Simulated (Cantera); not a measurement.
What does this Cantera script print?

```python
import numpy as np
import cantera as ct

gas_names = """
    SO2 SF6 O2 S2
""".split()
cond_names = """
    CaF2(a) CaF2(b) CaF2(L) CaS(s) CaO(s) CaO(L)
""".split()


# ... load() reads the species with a 1 bar reference pressure and builds the phases ...
species = {s.name: s for s in load("nasa_gas.yaml", gas_names) + load("nasa_condensed.yaml", cond_names)}
# Each term lists the table entries of one substance; the one whose range holds T is used.
reactions = {
    '4 SO2(g) + 3 CaF2 = SF6(g) + 3 CaS + 4 O2(g)':
        [(-4, ['SO2']), (-3, ['CaF2(a)', 'CaF2(b)', 'CaF2(L)']), (1, ['SF6']), (3, ['CaS(s)']), (4, ['O2'])],
    '4 CaS + 2 SO2(g) = 4 CaO + 3 S2(g)':
        [(-4, ['CaS(s)']), (-2, ['SO2']), (4, ['CaO(s)', 'CaO(L)']), (3, ['S2'])],
}


def pick(names, T):
    return next(species[n] for n in names if species[n].thermo.min_temp <= T <= species[n].thermo.max_temp)


results = []
for label, terms in reactions.items():
    print(label)
    print("     T/K   dH/kJ  dS/(J/K)   dG/kJ   log10 K")
    for T in [1700, 1750, 1800, 1850, 1900, 1950, 2000]:
        used = [(nu, pick(names, T)) for nu, names in terms]
        dH = sum(nu * s.thermo.h(T) for nu, s in used) / 1e6
        dS = sum(nu * s.thermo.s(T) for nu, s in used) / 1e3
        dG = dH - T * dS / 1e3
        logK = -dG * 1e6 / (ct.gas_constant * T * np.log(10))
        results.append((label, T, dH, dS, dG, logK, [s.name for _, s in used]))
        print(f"{T:8g} {dH:8.1f} {dS:8.1f} {dG:8.1f} {logK:8.2f}")
```

Result:

```
4 SO2(g) + 3 CaF2 = SF6(g) + 3 CaS + 4 O2(g)
     T/K   dH/kJ  dS/(J/K)   dG/kJ   log10 K
    1700   2049.5    -40.8   2118.8   -65.10
    1750   2046.7    -42.4   2120.9   -63.30
    1800   2043.9    -44.0   2123.1   -61.61
    1850   2041.2    -45.5   2125.3   -60.01
    1900   2038.5    -46.9   2127.6   -58.49
    1950   2035.9    -48.3   2130.0   -57.06
    2000   2033.3    -49.6   2132.5   -55.69
4 CaS + 2 SO2(g) = 4 CaO + 3 S2(g)
     T/K   dH/kJ  dS/(J/K)   dG/kJ   log10 K
    1700    335.5    120.3    131.0    -4.03
    1750    335.7    120.4    125.0    -3.73
    1800    336.0    120.6    119.0    -3.45
    1850    336.2    120.7    112.9    -3.19
    1900    336.5    120.8    106.9    -2.94
    1950    336.7    121.0    100.9    -2.70
    2000    337.0    121.1     94.8    -2.48
```

Standard-state values (1 bar) from the NASA 1993 polynomials, evaluated with Cantera. Condensed species are held in their standard states even where they would react or evaporate.
